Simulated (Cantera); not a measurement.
A perfectly stirred reactor is fed with N2O : H2 : N2 = 1 : 0.0038 : 0.79 (molar parts), at 100.0 Torr; it is held at 1575 K, and followed from long to short residence time.

Detailed kinetics in Cantera: GRI-Mech 3.0 (53 species, 325 reactions). GRI-Mech 3.0 was tuned for natural gas; its chemistry of N2O as a main component is partial and can be far from experiment. The temperature is held fixed by assumption; the heat of reaction is taken as removed at once.

Problem. What does this change do: temperature 1575 to 1125 K?

Solution. 
```tsv
quantity	before	after
x(N2O) at τ = 4.20 s	0.00746	0.506
x(H2) at τ = 4.20 s	1.06e-6	5.78e-5
x(H2O) at τ = 4.20 s	0.00163	0.00202
x(HO2) at τ = 4.20 s	4.04e-8	5.48e-8
x(O) at τ = 4.20 s	6.80e-5	4.94e-7
x(N2O) at τ = 31.0 ms	0.325	0.557
x(H2) at τ = 31.0 ms	6.80e-5	0.00155
x(H2O) at τ = 31.0 ms	0.00180	0.000559
x(HO2) at τ = 31.0 ms	9.38e-7	1.82e-6
x(O) at τ = 31.0 ms	0.000130	4.76e-7
```
The mechanism lacks the step 2 NO + O2 → 2 NO2, which can matter for NO2 below about 1400 K.

Problem. What does this change do: H2 0.0038 to 0.00064 parts?

Solution. 
| quantity | before | after |
|---|---|---|
| x(N2O) at τ = 4.20 s | 0.00746 | 0.00761 |
| x(H2) at τ = 4.20 s | 1.06e-6 | 2.68e-7 |
| x(H2O) at τ = 4.20 s | 0.00163 | 0.000266 |
| x(HO2) at τ = 4.20 s | 4.04e-8 | 1.66e-8 |
| x(O) at τ = 4.20 s | 6.80e-5 | 6.92e-5 |
| x(N2O) at τ = 31.0 ms | 0.325 | 0.328 |
| x(H2) at τ = 31.0 ms | 6.80e-5 | 1.76e-5 |
| x(H2O) at τ = 31.0 ms | 0.00180 | 0.000281 |
| x(HO2) at τ = 31.0 ms | 9.38e-7 | 3.74e-7 |
| x(O) at τ = 31.0 ms | 0.000130 | 0.000134 |

Problem. What does this change do: temperature 1575 to 1375 K?

Solution. 
```
quantity                 before     after
---------------------  --------  --------
x(N2O) at τ = 4.20 s    0.00746    0.0678
x(H2) at τ = 4.20 s     1.06e-6   3.80e-6
x(H2O) at τ = 4.20 s    0.00163   0.00170
x(HO2) at τ = 4.20 s    4.04e-8   2.18e-8
x(O) at τ = 4.20 s      6.80e-5   1.48e-5
x(N2O) at τ = 31.0 ms     0.325     0.525
x(H2) at τ = 31.0 ms    6.80e-5  0.000300
x(H2O) at τ = 31.0 ms   0.00180   0.00177
x(HO2) at τ = 31.0 ms   9.38e-7   2.14e-6
x(O) at τ = 31.0 ms    0.000130   1.81e-5
```
The mechanism lacks the step 2 NO + O2 → 2 NO2, which can matter for NO2 below about 1400 K.
